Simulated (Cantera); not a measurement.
A freely propagating, adiabatic, planar premixed flame of 39.5 % H2, 9.88 % O2, 29.6 % N2, 20.9 % H2O, equivalence ratio 2.0, unburnt at 500 K and 1.58 atm; mixture-averaged transport, grid criteria slope 0.08 and curve 0.16, no radiation.

Detailed kinetics in Cantera: the H2/O2 subset of GRI-Mech 3.0, which has no nitrogen chemistry. Burning velocities carry a grid error of a few per cent, more on coarse grids.

Problem. Predict: laminar burning velocity; thermal thickness; peak x(OH); peak x(H2O2); peak x(O).

Solution. 
```json
{
 "laminar_burning_velocity": "455 cm/s",
 "thermal_thickness": "0.191 mm",
 "peak x(OH)": "0.00364",
 "peak x(H2O2)": "6.05e-5",
 "peak x(O)": "0.00149"
}
```
